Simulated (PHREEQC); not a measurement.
Make-up at 20 °C: 0.028 mol TMAH and 1.4e-06 mol H4SiO4 per kg of water. It is in equilibrium with CO2 at log p = -3.4 (atm). Otherwise closed; pH follows from the charge balance.

The numbers come from PHREEQC with the ion-association model, phreeqc.dat.

Task: The ionic strength comes out as 0.0318 mol/kgw. What activity coefficients do HCO3-, CO3-2, OH- get?

Result: HCO3- 0.85, CO3-2 0.53, OH- 0.84.

This is a speciation only: nothing precipitates in the calculation. Species that the database lacks are ignored. (CH3)4N+ isn't in the database: it is added as a free cation with an ion size of 4 Å.
